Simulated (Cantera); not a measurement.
A closed system holds: 1 mol FeCl₃, 0.11 mol HCl, 0.12 mol H₂, 16 mol H₂O, held at 1075 K and 4.73 Torr.

Cantera equilibrium calculation (NASA polynomials, part measured and part estimated; ideal gas, pure solids and liquids). Candidate condensed phases: Fe, FeCl₂, FeCl₃, FeO, Fe(OH)₂, Fe(OH)₃, Fe₂O₃, Fe₃O₄, H₂O; 22 gas species. Mutual solubility and eutectic melting of coexisting phases are not modelled. The numbers say what is thermodynamically allowed, not how fast it happens.

Base state: H₂O 0.825, HCl 0.175, FeCl₂ 0.000127, H₂ 1.37e-5 (mole fractions); condensed: Fe₂O₃(s) + Fe₃O₄(s).

Problem. What changes in the equilibrium state with this change: H₂ from 0.12 to 5.9 mol?

Solution. 
```
species          before    after
-------------  --------  -------
H₂O               0.825    0.639
H₂              1.37e-5    0.230
HCl               0.175    0.130
FeCl₂          0.000127  0.00137
Fe₂O₃(s), mol     0.143        0
Fe₃O₄(s), mol     0.237        0
FeO(s), mol           0    0.968
```
The tables' stoichiometric FeO is somewhat more stable than real wüstite, so its field is too wide. FeO: taken at fixed stoichiometry.
